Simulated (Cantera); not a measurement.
Input: 1 mol Si2Cl6, 0.0043 mol Cl2, 230 mol H2, held at 1723.15 K and 0.470 bar.

Method: chemical equilibrium by Gibbs-energy minimisation in Cantera with the NASA 1993 tables (ideal gas, pure condensed phases). Candidate condensed phases: Si; 19 gas species. The feed counts by its element totals alone. The tables' values for SiCl3 are old estimates; treat these amounts as uncertain. Gases not in the tables: Si2H6 and higher silanes. Kinetics and transport are ignored.

Base state: H2 0.976, HCl 0.0222, SiCl2 0.00175, H 0.000263, SiCl3 1.93e-5, SiH2 1.66e-5 (mole fractions); condensed: Si(l).

### Question
What changes in the equilibrium state with this change: temperature from 1723.15 K to 923.15 K?

### Answer
| species | before | after |
|---|---|---|
| H2 | 0.976 | 0.990 |
| SiHCl3 | 3.64e-6 | 0.00347 |
| HCl | 0.0222 | 0.00296 |
| H | 0.000263 | <1e-9 |
| SiH2 | 1.66e-5 | <1e-9 |
| SiCl4 | 4.02e-7 | 0.00291 |
| SiCl2 | 0.00175 | 1.27e-5 |
| SiH2Cl2 | 5.80e-6 | 0.000406 |
| Si(l), mol | 1.58 | 0 |
| Si(s), mol | 0 | 0.416 |
